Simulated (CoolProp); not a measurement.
A closed Brayton cycle with dry air: compressor inlet 313.15 K and 5 MPa, high pressure 16.8 MPa, turbine inlet 730 K, compressor efficiency 0.85, turbine efficiency 0.93, recuperator effectiveness 0.8 (on enthalpy, no pinch check). Each further row changes one setting.

Computed with CoolProp (reference Helmholtz-energy equation of state, Lemmon 2000). It is a pseudo-pure fit of the blend.

```csv
case,thermal efficiency (%),net work (kJ/kg),compressor to turbine work,compressor exit (K),turbine exit (K)
as stated,22.4,51.3,0.75,466.9,538.6
turbine inlet 680 K,17.8,36.7,0.81,466.9,500.0
compressor inlet 323.15 K,20.4,46.0,0.78,481.5,538.6
high pressure 14.3 MPa,24.2,51.8,0.72,443.4,561.0
recuperator effectiveness 0.5,20.4,51.3,0.75,466.9,538.6
```
